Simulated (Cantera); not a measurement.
Charge: 1 mol FeS, 1.3 mol H₂S, 0.17 mol O₂, at 1100 °C and 7.50 Torr.

These are equilibrium values from Cantera (NASA tables, ideal gas, pure condensed phases), not measurements of a reactor. Candidate condensed phases: Fe, FeO, Fe(OH)₂, Fe(OH)₃, FeS, FeSO₄, FeS₂, Fe₂O₃, Fe₂(SO₄)₃, Fe₃O₄, H₂O, H₂SO₄, S; 22 gas species. FeS: taken at fixed stoichiometry. Kinetics and transport are ignored.

Base state: H₂ 0.384, S₂ 0.282, H₂O 0.185, H₂S 0.145, SH 0.00308, SO₂ 0.000944, SO 0.000248, S₂O 0.000194 (mole fractions); condensed: FeS(s).

What changes in the equilibrium state with this change: temperature from 1100 °C to 450 °C?


| species | before | after |
|---|---|---|
| H₂S | 0.145 | 0.661 |
| H₂O | 0.185 | 0.262 |
| H₂ | 0.384 | 0.0775 |
| S₂ | 0.282 | 0.000106 |
| SO | 0.000248 | <1e-9 |
| S₂O | 0.000194 | 3.63e-9 |
| FeS(s), mol | 1.00 | 0.560 |
| FeS₂(s), mol | 0 | 0.440 |
Gases not in the tables: S₃ to S₇.

What changes in the equilibrium state with this change: temperature from 1100 °C to 802 °C?


| species | before | after |
|---|---|---|
| H₂S | 0.145 | 0.441 |
| H₂O | 0.185 | 0.212 |
| S₂ | 0.282 | 0.186 |
| H₂ | 0.384 | 0.160 |
| H | 2.07e-5 | 5.87e-8 |
| S | 4.34e-5 | 1.83e-7 |
| SO | 0.000248 | 5.52e-6 |
| SH | 0.00308 | 0.000265 |
| FeS(s), mol | 1.00 | 1.00 |
Gases not in the tables: S₃ to S₇.
